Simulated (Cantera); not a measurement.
Moist CO burnout

A perfectly stirred reactor is fed with 0.429 % CO, 1.27 % O₂, 0.0929 % H₂O, 98.2 % N₂, equivalence ratio 0.17, at 0.190 bar; it is held at 1523 K, and followed from long to short residence time.

Computed with Cantera and GRI-Mech 3.0 (53 species, 325 reactions).

```
τ (s)       x CO    x O₂     x H₂O     x CO₂    x H₂O₂
------  --------  ------  --------  --------  --------
1.9     0.000130  0.0105  0.000883   0.00416  8.25e-10
0.76    0.000232  0.0105  0.000859   0.00406   1.29e-9
0.31    0.000399  0.0105  0.000823   0.00389   1.87e-9
0.13    0.000658  0.0105  0.000772   0.00363   2.46e-9
0.051    0.00109  0.0106  0.000712   0.00320   2.92e-9
0.021    0.00170  0.0109  0.000683   0.00259   3.03e-9
0.0085   0.00260  0.0114  0.000728   0.00169   2.64e-9
0.0035   0.00362  0.0121  0.000836  0.000668   1.37e-9
```
x: mole fraction; the columns are a selection and need not sum to one.
